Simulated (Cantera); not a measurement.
## N2O furnace oxynitridation

An isothermal, constant-pressure homogeneous reactor starts with N2O : H2O = 1 : 0.12 (molar parts), at 1550 K and 100000 Pa.

Model: GRI-Mech 3.0 (53 species, 325 reactions), integrated in Cantera. GRI-Mech 3.0 was tuned for natural gas; its chemistry of N2O as a main component is partial and can be far from experiment. The temperature is held fixed by assumption; the heat of reaction is taken as removed at once.

| t (s) | x N2O | x H2O | x OH | x NO | x H2O2 |
|---|---|---|---|---|---|
| 0.000300 | 0.839 | 0.105 | 0.000582 | 0.00782 | 3.52e-7 |
| 0.00102 | 0.727 | 0.101 | 0.000596 | 0.0237 | 2.49e-7 |
| 0.00345 | 0.473 | 0.0913 | 0.000569 | 0.0585 | 1.58e-7 |
| 0.0117 | 0.153 | 0.0795 | 0.000450 | 0.0967 | 9.17e-8 |
| 0.0396 | 0.0118 | 0.0744 | 0.000211 | 0.106 | 2.92e-8 |
| 0.134 | 1.80e-5 | 0.0740 | 0.000108 | 0.106 | 1.03e-8 |
| 0.455 | 2.85e-6 | 0.0740 | 0.000108 | 0.106 | 1.03e-8 |
| 1.54 | 2.83e-6 | 0.0740 | 0.000108 | 0.105 | 1.03e-8 |
| 5.22 | 2.74e-6 | 0.0740 | 0.000108 | 0.104 | 1.03e-8 |
| 17.7 | 2.49e-6 | 0.0740 | 0.000109 | 0.0985 | 1.04e-8 |
| 60.0 | 1.84e-6 | 0.0740 | 0.000109 | 0.0842 | 1.05e-8 |
x: mole fraction; the columns are a selection and need not sum to one.

Equilibrium at this temperature and pressure: N2O 8.92e-8, H2O 0.0740, OH 0.000113, NO 0.00167, H2O2 1.13e-8 (gas phase only).
